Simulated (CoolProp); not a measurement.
CH3F (R41) along the isobar 17.4 bar: density (kg/m³) from the reference equation and from simpler models built on Tc = 317.3 K, pc = 59.06 bar, ω = 0.200; each cubic takes its own stable root.

Values from CoolProp's reference Helmholtz-energy equation of state, Lemmon 2006. It is a short technical equation, of lower accuracy than the large ones.

```csv
T (K),phase,reference,ideal gas,Redlich-Kwong,Soave-Redlich-Kwong,Peng-Robinson
286.7,gas,30.47,24.84,29.24,29.44,29.87
296.5,gas,28.62,24.02,27.75,27.87,28.25
306.4,gas,27.07,23.24,26.44,26.49,26.83
316.3,gas,25.74,22.52,25.27,25.27,25.59
326.2,gas,24.58,21.83,24.22,24.19,24.48
336.1,gas,23.55,21.19,23.27,23.22,23.48
346,gas,22.63,20.58,22.41,22.33,22.58
355.8,gas,21.80,20.02,21.63,21.54,21.76
365.7,gas,21.03,19.48,20.90,20.80,21.01
375.6,gas,20.33,18.96,20.23,20.11,20.31
385.5,gas,19.68,18.48,19.60,19.48,19.67
395.4,gas,19.08,18.01,19.02,18.90,19.07
405.2,gas,18.53,17.58,18.48,18.35,18.51
415.1,gas,18.01,17.16,17.97,17.84,17.99
425,gas,17.52,16.76,17.49,17.36,17.50
```
